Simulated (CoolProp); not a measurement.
Vapour-liquid equilibrium of dimethyl carbonate (1) + n-heptane (2) at 136.05 °C; x and y are mole fractions of (1).

Computed with CoolProp (multi-fluid Helmholtz-energy mixture model, Zhou 2011 and Span 2003; pair parameters Bell 2016).

```csv
x,bubble pressure (MPa),y at the bubble point,dew pressure at overall composition x (MPa),liquid density (mol/L)
0.05,0.3050,0.139,0.2835,5.862
0.125,0.3442,0.280,0.3016,6.038
0.2,0.3735,0.375,0.3213,6.230
0.275,0.3950,0.443,0.3428,6.439
0.35,0.4103,0.496,0.3658,6.670
0.425,0.4209,0.539,0.3894,6.924
0.5,0.4277,0.576,0.4114,7.206
0.575,0.4315,0.610,0.4276,7.517
0.65,0.4325,0.645,0.4325,7.863
0.725,0.4305,0.683,0.4251,8.246
0.8,0.4243,0.731,0.4104,8.672
0.875,0.4114,0.796,0.3926,9.144
0.95,0.3876,0.895,0.3741,9.669
```

y crosses x between x = 0.575 and 0.65: the model has an azeotrope there.

The pair parameters rest on a limited set of measurements; away from them the model extrapolates.
